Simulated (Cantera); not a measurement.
An isothermal, constant-pressure homogeneous reactor starts with H₂ : O₂ = 0.031 : 1 (molar parts), at 925 K and 28.5 Torr.

Model: the H2/O2 subset of GRI-Mech 3.0, which has no nitrogen chemistry, integrated in Cantera. Radical loss at walls, strong at low pressure, is not modelled. Below about 950 K walls govern HO2 and H2O2 in real vessels.

One state of this run: x H₂ = 0.00130; x O₂ = 0.967; x HO₂ = 1.47e-5; x H = 0.000381; x H₂O₂ = 5.18e-7. x: mole fraction; the columns are a selection and need not sum to one.

Which value of t (s) does it belong to?
A) 0.0249
B) 0.353
C) 0.146
D) 0.0103

D, 0.0103
